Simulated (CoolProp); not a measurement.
n-pentane along the isotherm 477.6 K: fugacity coefficient from the reference equation and from simpler models built on Tc = 469.7 K, pc = 3.368 MPa, ω = 0.251; each cubic takes its own stable root.

Model: reference Helmholtz-energy equation of state, Thol 2019, in CoolProp.

```tsv
p (MPa)	phase	reference
0.561	gas	0.9466
1.12	gas	0.8942
1.68	gas	0.8423
2.25	gas	0.7897
2.81	gas	0.7377
3.37	supercritical	0.6838
3.93	supercritical	0.6218
4.49	supercritical	0.5619
5.05	supercritical	0.5142
```

### Question
How far does each simpler model (van der Waals, Redlich-Kwong, Soave-Redlich-Kwong, Peng-Robinson) lie from the reference over these 9 states: mean and median of the absolute difference, and the worst?

### Answer
- van der Waals: mean 3.3 %, median 3.3 %, worst +6.7 % at 477.6 K and 5.05 MPa
- Redlich-Kwong: mean 0.4 %, median 0.1 %, worst +1.7 % at 477.6 K and 5.05 MPa
- Soave-Redlich-Kwong: mean 0.9 %, median 0.4 %, worst +2.7 % at 477.6 K and 5.05 MPa
- Peng-Robinson: mean 1.9 %, median 2.1 %, worst -2.7 % at 477.6 K and 3.37 MPa
